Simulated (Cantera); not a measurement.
Input: 1 mol Fe3O4, 0.026 mol Cl2, 2.2 mol N2, held at 8.30 bar.

Cantera equilibrium calculation (NASA polynomials, part measured and part estimated; ideal gas, pure solids and liquids). Candidate condensed phases: Fe, FeCl2, FeCl3, FeO, Fe2O3, Fe3O4; 19 gas species. Mutual solubility and eutectic melting of coexisting phases are not modelled. Equilibrium is a limit: real reactors are often held back by kinetics, nucleation or transport.

Problem. At 1473 K, list the 5 most abundant gas species with their mole fractions, and the condensed phases.

Solution. N2 0.989, FeCl2 0.00805, FeCl3 0.00196, Cl2 0.000455, Cl 0.000359. Condensed: Fe2O3(s) + Fe3O4(s).
